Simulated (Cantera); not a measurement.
# Stirred combustor or abatement burner

A perfectly stirred reactor is fed with 5.56 % CH4, 19.9 % O2, 74.6 % N2, equivalence ratio 0.56, at 24000 Pa; it is adiabatic with a 398 K inlet, and is followed from long to short residence time, starting on the burning branch (τ in s: 0.032, 0.015, 0.0071, 0.0034, 0.0016, 0.00075, 0.00035, 0.00017, 7.9e-05, 3.7e-05).

Computed with Cantera and GRI-Mech 3.0 (53 species, 325 reactions).

| τ (s) | T (K) | x CH4 | x O2 | x H2O | x NO | x OH | x CH2CO |
|---|---|---|---|---|---|---|---|
| 0.032 | 1628 | 4.36e-5 | 0.0874 | 0.108 | 5.11e-6 | 0.00276 | 1.96e-9 |
| 0.015 | 1606 | 7.28e-5 | 0.0877 | 0.107 | 4.73e-6 | 0.00323 | 3.71e-9 |
| 0.0071 | 1574 | 0.000126 | 0.0885 | 0.106 | 4.38e-6 | 0.00361 | 7.57e-9 |
| 0.0034 | 1533 | 0.000234 | 0.0899 | 0.104 | 3.72e-6 | 0.00381 | 1.75e-8 |
| 0.0016 | 1475 | 0.000507 | 0.0929 | 0.102 | 2.53e-6 | 0.00367 | 5.41e-8 |
| 0.00075 | 1376 | 0.00178 | 0.102 | 0.0979 | 8.41e-7 | 0.00264 | 4.45e-7 |
| 0.00035 | 398 | 0.0556 | 0.199 | <1e-12 | <1e-12 | <1e-12 | <1e-12 |
| 0.00017 | 398 | 0.0556 | 0.199 | <1e-12 | <1e-12 | <1e-12 | <1e-12 |
| 7.9e-5 | 398 | 0.0556 | 0.199 | <1e-12 | <1e-12 | <1e-12 | <1e-12 |
| 3.7e-5 | 398 | 0.0556 | 0.199 | <1e-12 | <1e-12 | <1e-12 | <1e-12 |
x: mole fraction; the columns are a selection and need not sum to one.
